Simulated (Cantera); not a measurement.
Input (Python, Cantera):

```python
import numpy as np
import cantera as ct

gas = ct.Solution("gri30.yaml")
gas.TPX = 1800, 1333, {'CH4': 1, 'N2': 23}
reactor = ct.IdealGasConstPressureReactor(gas, energy="off", clone=False)
net = ct.ReactorNet([reactor])
net.rtol, net.atol = 1e-08, 1e-18
show = ['CH4', 'C2H4', 'CH2', 'C2H6', 'C2H2', 'H', 'C2H']
times = np.geomspace(0.0006, 30, 15)

steps = ct.SolutionArray(gas, extra=["t"])
rows = []
print(f"{'t/s':>10s}{'T/K':>9s}{'P/Pa':>11s}" + "".join(f"{s:>11s}" for s in show))
for t in times:
    while net.time < t:
        t_next = net.step()
        steps.append(gas.state, t=t_next)
    rows.append([np.interp(t, steps.t, y) for y in (steps.T, steps.P, *steps(*show).X.T)])
    print(f"{t:10.3e}{rows[-1][0]:9.1f}{rows[-1][1]:11.4g}" + "".join(f"{x:11.3e}" for x in rows[-1][2:]))
rate = np.gradient(steps.T, steps.t)
print("integrator steps:", len(steps.t))
if steps.T.max() > steps.T[0] + 200:
    print(f"time of steepest temperature rise: {steps.t[rate.argmax()]:.4e} s")
gas.TPX = 1800, 1333, {'CH4': 1, 'N2': 23}
gas.equilibrate("TP")
print(f"equilibrium (TP): T = {gas.T:.1f} K  " + "  ".join(f"{s} {gas[s].X[0]:.3e}" for s in show))
```

Output:

```
       t/s      T/K       P/Pa        CH4       C2H4        CH2       C2H6       C2H2          H        C2H
 6.000e-04   1800.0       1333  4.164e-02  9.708e-09  1.873e-09  6.166e-10  5.236e-11  1.178e-06  1.478e-16
 1.300e-03   1800.0       1333  4.160e-02  1.145e-07  7.595e-09  5.129e-09  1.408e-09  1.199e-06  8.974e-15
 2.815e-03   1800.0       1333  4.152e-02  1.232e-06  3.085e-08  3.467e-08  3.398e-08  1.304e-06  4.825e-13
 6.096e-03   1800.0       1333  4.132e-02  1.249e-05  1.262e-07  1.955e-07  7.771e-07  1.820e-06  2.415e-11
 1.320e-02   1800.0       1333  4.071e-02  1.176e-04  4.962e-07  9.616e-07  1.727e-05  4.378e-06  8.861e-10
 2.860e-02   1800.0       1333  3.784e-02  8.618e-04  1.664e-06  3.680e-06  3.619e-04  1.775e-05  1.608e-08
 6.194e-02   1800.0       1333  2.673e-02  1.942e-03  3.130e-06  5.273e-06  4.520e-03  7.194e-05  1.564e-07
 1.342e-01   1800.0       1333  1.291e-02  4.884e-04  2.527e-06  1.824e-06  1.289e-02  1.471e-04  4.144e-07
 2.906e-01   1800.0       1333  4.889e-03  7.910e-05  1.655e-06  3.923e-07  1.737e-02  2.234e-04  6.480e-07
 6.294e-01   1800.0       1333  1.421e-03  9.988e-06  9.487e-07  5.670e-08  1.922e-02  3.254e-04  9.492e-07
 1.363e+00   1800.0       1333  3.390e-04  1.233e-06  4.428e-07  5.530e-09  1.979e-02  4.558e-04  1.332e-06
 2.953e+00   1800.0       1333  7.644e-05  4.401e-07  1.694e-07  4.270e-10  1.992e-02  5.919e-04  1.732e-06
 6.395e+00   1800.0       1333  1.600e-05  3.746e-07  5.042e-08  2.465e-11  1.995e-02  7.045e-04  2.062e-06
 1.385e+01   1800.0       1333  2.462e-06  3.684e-07  8.947e-09  7.551e-13  1.995e-02  7.557e-04  2.212e-06
 3.000e+01   1800.0       1333  4.464e-07  3.680e-07  1.655e-09  1.294e-13  1.995e-02  7.623e-04  2.232e-06
integrator steps: 1502
equilibrium (TP): T = 1800.0 K  CH4 6.397e-07  C2H4 6.030e-08  CH2 2.374e-09  C2H6 6.200e-14  C2H2 3.268e-03  H 7.625e-04  C2H 3.657e-07
```

Model: GRI-Mech 3.0 (53 species, 325 reactions), integrated in Cantera. GRI-Mech 3.0 stops at C3 and has no aromatics, soot or wall deposition, so with more carbon than oxygen in the feed, carbon stays in small species such as C2H2 where larger ones or solid carbon would form. Radical loss at walls, strong at low pressure, is not modelled.
